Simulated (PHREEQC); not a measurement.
H3PO4 is added in steps, without added water, to 1 kg of water holding 0.0025 mol NaBr, 0.0028 mol Na2B4O7 and 5.8e-05 mol MgCl2, at 20 °C. Oxygen alone is held at its pressure in air (log pO2 = -0.68). No CO2 enters from the air. Nothing may precipitate in this run.

Base run: PHREEQC, ion-association model, phreeqc.dat. Each further column changes one thing. The table gives pH.

| H3PO4 added (mol) | base | NaBr replaced by NaOH at the same molality | Na2B4O7 left out | NaBr left out | solids may form |
|---|---|---|---|---|---|
| 0 | 9.24 | 9.65 | 7.08 | 9.24 | 9.24 |
| 0.0009875 | 8.91 | 9.31 | 3.08 | 8.92 | 8.91 |
| 0.002469 | 8.15 | 8.83 | 2.73 | 8.15 | 8.15 |
| 0.003456 | 7.23 | 8.37 | 2.61 | 7.25 | 7.23 |
| 0.004444 | 6.62 | 7.59 | 2.52 | 6.63 | 6.62 |
| 0.005431 | 5.60 | 7.04 | 2.46 | 5.62 | 5.60 |
| 0.006913 | 3.16 | 6.39 | 2.38 | 3.16 | 3.16 |
| 0.0079 | 2.93 | 5.51 | 2.34 | 2.93 | 2.93 |

 Solids allowed in the column 'solids may form': Halite.
